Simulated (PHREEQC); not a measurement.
# Copper plating or etch bath: an equilibrium model

Solution (90 °C): 0.067 mol CuSO4 and 0.00039 mol Na2SO4 per kg of water. Closed to the air; pH follows from the charge balance.

The numbers come from PHREEQC with the ion-association model, phreeqc.dat.

- pH = 4.02
- ionic strength = 0.141 mol/kgw
- specific conductance = 16900 µS/cm
- density = 0.976 g/cm³

```
species     molality  activity   log γ
----------  --------  --------  ------
SO4-2         0.0350    0.0101  -0.542
Cu+2          0.0346    0.0110  -0.497
CuSO4         0.0316    0.0327   0.014
Na+         0.000729  0.000537  -0.133
HSO4-       0.000694  0.000508  -0.135
Cu2(OH)2+2  0.000406  0.000117  -0.540
H+          0.000120   9.49e-5  -0.102
NaSO4-       5.12e-5   3.80e-5  -0.130
CuOH+        1.62e-6   1.16e-6  -0.145
Cu(OH)2      2.46e-8   2.54e-8   0.014
OH-          5.87e-9   4.14e-9  -0.152
```

No solid was allowed to form. Constants without temperature data keep their 25 °C values here.
